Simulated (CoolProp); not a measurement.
Vapour-liquid equilibrium of propane (1) + R134a (2) at 314.5 K; x and y are mole fractions of (1).

Values from CoolProp's multi-fluid Helmholtz-energy mixture model, Lemmon 2009 and Tillner-Roth 1994; pair parameters Bell 2016.

| x | bubble pressure, mixture model (bar) | bubble pressure, Raoult's law (bar) | y, mixture model | y, Raoult's law |
|---|---|---|---|---|
| 0.05 | 12.14 | 10.72 | … | 0.066 |
| 0.15 | 14.45 | 11.08 | 0.312 | 0.191 |
| 0.25 | 15.91 | 11.44 | … | 0.309 |
| 0.35 | 16.81 | 11.79 | … | 0.419 |
| 0.45 | 17.35 | 12.15 | 0.528 | 0.523 |
| 0.55 | … | 12.51 | 0.578 | 0.621 |
| 0.65 | 17.64 | 12.87 | 0.631 | 0.713 |
| 0.75 | 17.36 | 13.23 | 0.693 | 0.801 |
| 0.85 | 16.63 | 13.59 | 0.776 | 0.884 |
| 0.95 | 15.21 | 13.95 | … | 0.962 |

**Question.** Some entries are withheld; supply them.

**Answer.** 
- 0.05, y, mixture model: 0.144
- 0.25, y, mixture model: 0.408
- 0.35, y, mixture model: 0.475
- 0.55, bubble pressure, mixture model (bar): 17.62
- 0.95, y, mixture model: 0.904

The largest gap from Raoult's law is +42.8 % in bubble pressure, at x = 0.45. y crosses x between x = 0.55 and 0.65: the model has an azeotrope there.

The pair parameters rest on a limited set of measurements; away from them the model extrapolates.
